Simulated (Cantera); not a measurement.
## Diamond growth

A diamond (100) surface in a fixed gas of H2 with x(CH4) = 0.0046, x(H) = 0.0011, at 1073 K, 0.0330 bar; coverages are run to steady state.

Computed with Cantera and the Harris–Goodwin 1993 mechanism for the reconstructed diamond (100) surface.

| x(CH3) | growth (µm/h) | θ c6HH | θ c6H* | θ c6*H | θ c6** | θ c6HM |
|---|---|---|---|---|---|---|
| 1e-06 | 0.00970 | 0.541 | 0.0249 | 0.420 | 0.0139 | 0.000145 |
| 2.1e-06 | 0.0204 | 0.541 | 0.0249 | 0.420 | 0.0139 | 0.000305 |
| 4.4e-06 | 0.0426 | 0.540 | 0.0248 | 0.420 | 0.0139 | 0.000638 |
| 9.1e-06 | 0.0881 | 0.540 | 0.0248 | 0.419 | 0.0139 | 0.00132 |
| 1.9e-05 | 0.183 | 0.539 | 0.0248 | 0.419 | 0.0138 | 0.00274 |
| 4e-05 | 0.384 | 0.536 | 0.0247 | 0.417 | 0.0137 | 0.00574 |
| 8.4e-05 | 0.795 | 0.532 | 0.0244 | 0.413 | 0.0135 | 0.0119 |
| 0.00018 | 1.66 | 0.522 | 0.0239 | 0.404 | 0.0129 | 0.0248 |
| 0.00037 | 3.23 | 0.503 | 0.0230 | 0.389 | 0.0120 | 0.0486 |
θ: site fractions in the mechanism's names (c6HH fully hydrogenated, c6H* and c6*H radical sites, c6** diradical, c6HM methylated).
